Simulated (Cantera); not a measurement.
Feed: 1 mol Fe, 1.9 mol O₂, a varied amount of CO, held at 1825 K and 0.180 bar.

Method: chemical equilibrium by Gibbs-energy minimisation in Cantera with the NASA 1993 tables (ideal gas, pure condensed phases). Candidate condensed phases: C, Fe, Fe(CO)₅, FeO, Fe₂O₃, Fe₃O₄; 15 gas species. The tables' stoichiometric FeO is somewhat more stable than real wüstite, so its field is too wide. FeO: taken at fixed stoichiometry. Rates play no part.

Task: Which condensed phases are stable at each of these points (n(CO) (mol)): 0.38, 0.68, 1.2, 2.2, 4, 7.2, 13, 23, 42?

Result: 
| n(CO) (mol) | condensed phases | Fe condensed (%) |
|---|---|---|
| 0.38 | Fe₃O₄(s) | 100.0 |
| 0.68 | Fe₃O₄(s) | 100.0 |
| 1.2 | Fe₃O₄(s) | 100.0 |
| 2.2 | Fe₃O₄(s) | 100.0 |
| 4 | FeO(l) | 100.0 |
| 7.2 | FeO(l) | 100.0 |
| 13 | FeO(l) | 99.9 |
| 23 | FeO(l) | 99.5 |
| 42 | Fe(l) | 99.0 |

From 0.38 mol CO to 2.2 mol CO the condensed part is Fe₃O₄(s). From 4 mol CO to 23 mol CO the condensed part is FeO(l). At 42 mol CO the condensed part is Fe(l).
